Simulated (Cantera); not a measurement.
**Equilibrium for carbothermic reduction: Cu2O + C + CO**

A closed system holds: 1 mol Cu2O, a varied amount of C, 0.036 mol CO, at 1375 K and 13.5 Torr.

Equilibrium computed with Cantera from the NASA thermochemical tables; the gas is ideal and each condensed phase is pure. Candidate condensed phases: C, Cu, CuO, Cu2O; 15 gas species. Mutual solubility and eutectic melting of coexisting phases are not modelled. Kinetics and transport are ignored.

At 0.41 mol C the condensed part is Cu(l) + Cu2O(s). From 0.6 mol C to 0.98 mol C the condensed part is Cu(l). From 1.2 mol C to 2.5 mol C the condensed part is C(graphite) + Cu(l). The main Cu-bearing gas is Cu throughout.

```csv
n(C) (mol),x CO,x CO2,x O2,x Cu,x O,x CuO,x Cu2,n Cu(l),n Cu2O(s),n C(graphite)
0.41,0.000254,0.999,0.000343,4.57e-5,8.79e-8,2.89e-8,7.37e-9,1.71,0.144,0
0.6,0.371,0.629,6.38e-11,4.57e-5,3.79e-11,1.24e-11,7.37e-9,2.00,0,0
0.79,0.746,0.254,2.58e-12,4.57e-5,7.62e-12,2.50e-12,7.37e-9,2.00,0,0
0.98,0.980,0.0197,<1e-12,4.57e-5,<1e-12,<1e-12,7.37e-9,2.00,0,0
1.2,1.000,4.01e-5,<1e-12,4.57e-5,<1e-12,<1e-12,7.37e-9,2.00,0,0.200
1.4,1.000,4.01e-5,<1e-12,4.57e-5,<1e-12,<1e-12,7.37e-9,2.00,0,0.400
1.5,1.000,4.01e-5,<1e-12,4.57e-5,<1e-12,<1e-12,7.37e-9,2.00,0,0.500
1.7,1.000,4.01e-5,<1e-12,4.57e-5,<1e-12,<1e-12,7.37e-9,2.00,0,0.700
1.9,1.000,4.01e-5,<1e-12,4.57e-5,<1e-12,<1e-12,7.37e-9,2.00,0,0.900
2.1,1.000,4.01e-5,<1e-12,4.57e-5,<1e-12,<1e-12,7.37e-9,2.00,0,1.10
2.3,1.000,4.01e-5,<1e-12,4.57e-5,<1e-12,<1e-12,7.37e-9,2.00,0,1.30
2.5,1.000,4.01e-5,<1e-12,4.57e-5,<1e-12,<1e-12,7.37e-9,2.00,0,1.50
```
x: gas mole fraction; n: condensed amount in mol.
